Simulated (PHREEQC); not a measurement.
1.8 g of hydrous ferric oxide (600 m²/g; 0.2 weak and 0.005 strong sites per Fe, Dzombak-Morel constants, diffuse double layer) in 1 kg of water with 0.05 mol/kgw of an inert sodium salt and 1.5e-05 mol/kgw ZnSO4, 0.0019 mol/kgw CuSO4 and 6.1e-05 mol/kgw PbCl2, at 25 °C; the pH is set by adding NaOH or the inert anion's acid. O2 is buffered at 0.21 atm. The system is closed to CO2. Nothing may precipitate in this run.

The numbers come from PHREEQC with the ion-association model, wateq4f.dat.

```
pH     S sorbed (%)  Zn sorbed (%)  Cu sorbed (%)
-----  ------------  -------------  -------------
4              80.9            0.0            4.8
4.67           75.9            0.2           30.6
5.33           65.5            1.3           81.3
6              54.1           12.9           98.1
6.67           43.2           60.3           99.8
7.33           31.8           90.7           99.8
8              15.9           97.8           99.5
8.67            3.3           99.2           98.1
9.33            0.3           99.0           96.0
10              0.0           98.4           93.2
10.67           0.0           97.0           88.8
11.33           0.0           91.6           80.9
12              0.0           61.9           65.0
```

Along this series the solution becomes supersaturated in solids that the run did not let form, among them Cu(OH)2, Brochantite. Species that the database lacks are ignored. The database's constant for dissolved Cu(OH)2 is higher than later reviews accept.
